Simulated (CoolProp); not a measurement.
Benzene along the isobar 2210 kPa: density (kg/m³) from the reference equation and from simpler models built on Tc = 288.9 °C, pc = 4906 kPa, ω = 0.211; each cubic takes its own stable root.

Model: reference Helmholtz-energy equation of state, Thol 2012, in CoolProp.

```csv
T (°C),phase,reference
143.75,liquid,741.2
155.15,liquid,726.5
166.55,liquid,711.1
177.85,liquid,695.2
189.25,liquid,678.2
200.55,liquid,660.2
211.95,liquid,640.3
223.25,liquid,618.4
234.65,gas,56.69
245.95,gas,53.29
257.35,gas,50.51
268.65,gas,48.19
280.05,gas,46.17
```

### Question
How far does each simpler model (van der Waals, Redlich-Kwong, Soave-Redlich-Kwong, Peng-Robinson) lie from the reference over these 13 states: mean and median of the absolute difference, and the worst?

### Answer
- van der Waals: mean 38.2 %, median 38.7 %, worst -91.3 % at 223.25 °C and 2210 kPa
- Redlich-Kwong: mean 15.0 %, median 12.3 %, worst -90.6 % at 223.25 °C and 2210 kPa
- Soave-Redlich-Kwong: mean 7.0 %, median 9.1 %, worst -13.7 % at 223.25 °C and 2210 kPa
- Peng-Robinson: mean 1.7 %, median 1.6 %, worst +3.3 % at 143.75 °C and 2210 kPa

At some of these states van der Waals, Redlich-Kwong gives the other phase, because its saturation line lies elsewhere.
